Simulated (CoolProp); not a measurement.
Vapour-liquid equilibrium of dimethyl carbonate (1) + n-nonane (2) at 503.6 K; x and y are mole fractions of (1).

The numbers come from the multi-fluid Helmholtz-energy mixture model, Zhou 2011 and Lemmon 2006; pair parameters Bell 2016 in CoolProp.

| x | bubble pressure (kPa) | y at the bubble point | dew pressure at overall composition x (kPa) | liquid density (mol/L) |
|---|---|---|---|---|
| 0.05 | 699.0 | 0.190 | 598.7 | 4.183 |
| 0.15 | 952.9 | 0.423 | 667.7 | 4.372 |
| 0.25 | 1185 | 0.556 | 752.0 | 4.577 |
| 0.35 | 1389 | 0.642 | 857.5 | 4.806 |
| 0.45 | 1566 | 0.705 | 993.2 | 5.067 |
| 0.55 | 1721 | 0.756 | 1172 | 5.374 |
| 0.65 | 1859 | 0.803 | 1410 | 5.749 |
| 0.75 | 1984 | 0.850 | 1703 | 6.219 |
| 0.85 | 2096 | 0.901 | 1984 | 6.819 |
| 0.95 | 2193 | 0.963 | 2176 | 7.591 |

No azeotrope shows between x = 0.05 and 0.95.

The pair parameters rest on a limited set of measurements; away from them the model extrapolates.
